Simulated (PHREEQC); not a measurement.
Dissolve 160 mmol/kgw CuSO4, 11 mmol/kgw ZnCl2 and 0.26 mmol/kgw HCl at 25 °C and 100 atm. Closed to the air; pH follows from the charge balance.

All values are PHREEQC results (ion-association model, phreeqc.dat), not measurements.

Each row changes one thing in this solution. This is a speciation only: nothing precipitates in the calculation.

```
case                                            pH  ionic strength (mol/kgw)  SO4-2 (mol/kgw)  Cl- (mol/kgw)  HSO4- (mol/kgw)
--------------------------------------------  ----  ------------------------  ---------------  -------------  ---------------
as made                                       4.08                     0.347           0.0764         0.0209         0.000181
CuSO4 replaced by KHSO4 at the same molality  1.25                     0.289           0.0515         0.0222           0.0887
temperature from 25 to 35 °C                  4.09                     0.342           0.0757         0.0202         0.000220
temperature from 25 to 90 °C                  3.88                     0.334           0.0773         0.0131          0.00145
temperature from 25 to 75 °C                  3.95                     0.333           0.0761         0.0154         0.000820
diluted 2-fold with water                     4.25                     0.187           0.0419         0.0107          8.30e-5
temperature from 25 to 70 °C                  3.97                     0.333           0.0757         0.0161         0.000680
ZnCl2 replaced by CdCl2 at the same molality  4.08                     0.345           0.0748         0.0196         0.000180
```

Under pressure, the constants of complexes without a molar volume in the database are unreliable. Away from 25 °C the constants follow the database's enthalpies or fits; those with neither stay at their 25 °C values.
